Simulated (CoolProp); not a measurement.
Vapour-liquid equilibrium of dimethyl ether (1) + R227EA (2) at -65.25 °C; x and y are mole fractions of (1).

Values from CoolProp's multi-fluid Helmholtz-energy mixture model, Wu 2011 and Lemmon 2016; pair parameters Bell 2016.

```json
[
 {"x": "0.05", "bubble pressure (kPa)": "6.292", "y at the bubble point": "0.012", "dew pressure at overall composition x (kPa)": "5.799", "liquid density (mol/L)": "10.27"},
 {"x": "0.125", "bubble pressure (kPa)": "5.785", "y at the bubble point": "0.052", "dew pressure at overall composition x (kPa)": "5.373", "liquid density (mol/L)": "10.67"},
 {"x": "0.2", "bubble pressure (kPa)": "[?]", "y at the bubble point": "[?]", "dew pressure at overall composition x (kPa)": "5.191", "liquid density (mol/L)": "11.09"},
 {"x": "0.275", "bubble pressure (kPa)": "5.137", "y at the bubble point": "0.251", "dew pressure at overall composition x (kPa)": "5.126", "liquid density (mol/L)": "11.52"},
 {"x": "0.35", "bubble pressure (kPa)": "5.188", "y at the bubble point": "0.406", "dew pressure at overall composition x (kPa)": "5.137", "liquid density (mol/L)": "11.97"},
 {"x": "0.425", "bubble pressure (kPa)": "5.524", "y at the bubble point": "0.564", "dew pressure at overall composition x (kPa)": "5.213", "liquid density (mol/L)": "12.44"},
 {"x": "0.5", "bubble pressure (kPa)": "6.106", "y at the bubble point": "0.698", "dew pressure at overall composition x (kPa)": "5.351", "liquid density (mol/L)": "12.94"},
 {"x": "0.575", "bubble pressure (kPa)": "6.866", "y at the bubble point": "0.800", "dew pressure at overall composition x (kPa)": "5.560", "liquid density (mol/L)": "13.46"},
 {"x": "0.65", "bubble pressure (kPa)": "7.727", "y at the bubble point": "0.871", "dew pressure at overall composition x (kPa)": "5.855", "liquid density (mol/L)": "14.01"},
 {"x": "0.725", "bubble pressure (kPa)": "8.621", "y at the bubble point": "0.919", "dew pressure at overall composition x (kPa)": "6.270", "liquid density (mol/L)": "14.60"},
 {"x": "0.8", "bubble pressure (kPa)": "9.496", "y at the bubble point": "0.952", "dew pressure at overall composition x (kPa)": "6.870", "liquid density (mol/L)": "15.22"},
 {"x": "0.875", "bubble pressure (kPa)": "10.33", "y at the bubble point": "0.975", "dew pressure at overall composition x (kPa)": "7.796", "liquid density (mol/L)": "15.89"},
 {"x": "0.95", "bubble pressure (kPa)": "11.11", "y at the bubble point": "0.991", "dew pressure at overall composition x (kPa)": "[?]", "liquid density (mol/L)": "16.61"}
]
```

### Question
Fill in the missing entries.

### Answer

- 0.2, bubble pressure (kPa): 5.359
- 0.2, y at the bubble point: 0.129
- 0.95, dew pressure at overall composition x (kPa): 9.445

y crosses x between x = 0.275 and 0.35: the model has an azeotrope there.

The pair parameters rest on a limited set of measurements; away from them the model extrapolates.
